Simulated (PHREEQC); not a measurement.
Dissolve 0.0044 mol/kgw Cu(NO3)2, 5.4e-05 mol/kgw HBF4 and 6.5e-05 mol/kgw KCl at 6.7 °C. Closed to the air; pH follows from the charge balance.

All values are PHREEQC results (ion-association model, phreeqc.dat), not measurements.

No solid was allowed to form.

Predict the pH.

pH 3.77.

In which forms is F present?

F- 83 %, HF 14 %, CuF+ 3.6 % of the F.

Species that the database lacks are ignored. At this temperature some constants are extrapolated from 25 °C, and those without enthalpy data are left unchanged. Real BF4- forms and hydrolyses slowly; the run takes it at equilibrium.
